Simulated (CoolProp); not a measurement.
Vapour-liquid equilibrium of isohexane (1) + n-hexane (2) at 100.15 °C; x and y are mole fractions of (1).

The numbers come from the multi-fluid Helmholtz-energy mixture model, Lemmon 2006 and Thol 2019; pair parameters Bell 2016 in CoolProp.

Question: Give the bubble pressure and the first vapour's composition at x = 0.125, 0.425, 0.65. Is there an azeotrope?

Answer: x = 0.125: 2.557 bar, y = 0.151; x = 0.425: 2.755 bar, y = 0.476; x = 0.65: 2.896 bar, y = 0.693. No azeotrope shows between x = 0.05 and 0.95.

The pair parameters rest on a limited set of measurements; away from them the model extrapolates.
